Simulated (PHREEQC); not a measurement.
Consider water at 25 °C with 150 mmol/kgw NaOH and 9.8 mmol/kgw Na2CO3. Closed to the air; pH follows from the charge balance.

Computed with PHREEQC (ion-association model, phreeqc.dat).

```yaml
pH: 13.03
ionic_strength: 0.170 mol/kgw
activity_of_water: 0.994
specific_conductance: 30900 µS/cm
density: 1.005 g/cm³
total_alkalinity: 170 meq/kg
```

```json
[
 {"species": "Na+", "molality": "0.165", "activity": "0.124", "log γ": "-0.121"},
 {"species": "OH-", "molality": "0.150", "activity": "0.108", "log γ": "-0.143"},
 {"species": "NaCO3-", "molality": "0.00491", "activity": "0.00370", "log γ": "-0.123"},
 {"species": "CO3-2", "molality": "0.00488", "activity": "0.00160", "log γ": "-0.485"},
 {"species": "HCO3-", "molality": "4.19e-6", "activity": "3.17e-6", "log γ": "-0.121"},
 {"species": "NaHCO3", "molality": "2.14e-7", "activity": "2.22e-7", "log γ": "0.017"}
]
```

No solid was allowed to form. Species that the database lacks are ignored.
